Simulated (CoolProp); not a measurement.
Vapour-liquid equilibrium of acetone (1) + cyclohexane (2) at 331.2 K; x and y are mole fractions of (1).

Computed with CoolProp (multi-fluid Helmholtz-energy mixture model, Lemmon 2006 and Zhou 2014; pair parameters Bell 2016).

```json
[
 {"x": "0.05", "bubble pressure, mixture model (kPa)": "…", "bubble pressure, Raoult's law (kPa)": "51.51", "y, mixture model": "0.332", "y, Raoult's law": "0.105"},
 {"x": "0.15", "bubble pressure, mixture model (kPa)": "94.21", "bubble pressure, Raoult's law (kPa)": "57.50", "y, mixture model": "…", "y, Raoult's law": "0.283"},
 {"x": "0.25", "bubble pressure, mixture model (kPa)": "…", "bubble pressure, Raoult's law (kPa)": "63.48", "y, mixture model": "…", "y, Raoult's law": "0.427"},
 {"x": "0.35", "bubble pressure, mixture model (kPa)": "110.2", "bubble pressure, Raoult's law (kPa)": "69.46", "y, mixture model": "0.634", "y, Raoult's law": "0.546"},
 {"x": "0.45", "bubble pressure, mixture model (kPa)": "113.1", "bubble pressure, Raoult's law (kPa)": "75.45", "y, mixture model": "0.657", "y, Raoult's law": "0.646"},
 {"x": "0.55", "bubble pressure, mixture model (kPa)": "115.2", "bubble pressure, Raoult's law (kPa)": "81.43", "y, mixture model": "…", "y, Raoult's law": "0.732"},
 {"x": "0.65", "bubble pressure, mixture model (kPa)": "…", "bubble pressure, Raoult's law (kPa)": "87.41", "y, mixture model": "0.709", "y, Raoult's law": "0.806"},
 {"x": "0.75", "bubble pressure, mixture model (kPa)": "…", "bubble pressure, Raoult's law (kPa)": "93.40", "y, mixture model": "0.751", "y, Raoult's law": "0.870"},
 {"x": "0.85", "bubble pressure, mixture model (kPa)": "…", "bubble pressure, Raoult's law (kPa)": "99.38", "y, mixture model": "0.816", "y, Raoult's law": "0.927"},
 {"x": "0.95", "bubble pressure, mixture model (kPa)": "112.3", "bubble pressure, Raoult's law (kPa)": "105.4", "y, mixture model": "0.921", "y, Raoult's law": "0.977"}
]
```

**Question.** Complete the blanks.

**Answer.** 
- 0.05, bubble pressure, mixture model (kPa): 70.21
- 0.15, y, mixture model: 0.532
- 0.25, bubble pressure, mixture model (kPa): 105.0
- 0.25, y, mixture model: 0.600
- 0.55, y, mixture model: 0.680
- 0.65, bubble pressure, mixture model (kPa): 116.7
- 0.75, bubble pressure, mixture model (kPa): 117.4
- 0.85, bubble pressure, mixture model (kPa): 116.4

The largest gap from Raoult's law is +65.4 % in bubble pressure, at x = 0.25. y crosses x between x = 0.75 and 0.85: the model has an azeotrope there.

Pair parameters are fitted to limited data, so mixtures are less certain than the pure fluids. With so large a gap from Raoult's law the liquid may split in two, which this calculation doesn't test in full.
